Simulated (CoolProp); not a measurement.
Methane at 293.15 K and 0.133 MPa flows at 1.2 m/s in a round tube of 1 mm bore and 45 µm roughness, fully developed (64/Re and Nu = 3.66 if laminar; Colebrook and Gnielinski if turbulent). Each further row changes one setting.

The numbers come from the reference Helmholtz-energy equation of state, Setzmann 1991 in CoolProp.

| case | Reynolds number | Darcy friction factor | pressure drop (Pa/m) | heat-transfer coefficient (W/(m² K)) | mass flow (kg/h) |
|---|---|---|---|---|---|
| as stated | (withheld) | (withheld) | (withheld) | 122 | (withheld) |
| velocity 2.4 m/s | 191 | 0.336 | (withheld) | 122 | 0.00595 |
| diameter 2 mm | 191 | 0.336 | (withheld) | (withheld) | (withheld) |

Task: What belongs in the gaps?

Result: 
- as stated, Reynolds number: 95.4
- as stated, Darcy friction factor: 0.671
- as stated, pressure drop (Pa/m): 424
- as stated, mass flow (kg/h): 0.00298
- velocity 2.4 m/s, pressure drop (Pa/m): 848
- diameter 2 mm, pressure drop (Pa/m): 106
- diameter 2 mm, heat-transfer coefficient (W/(m² K)): 61.2
- diameter 2 mm, mass flow (kg/h): 0.0119

Viscosity comes from a separate model (Quiñones-Cisneros 2006). Thermal conductivity comes from a separate model (Friend 1989).
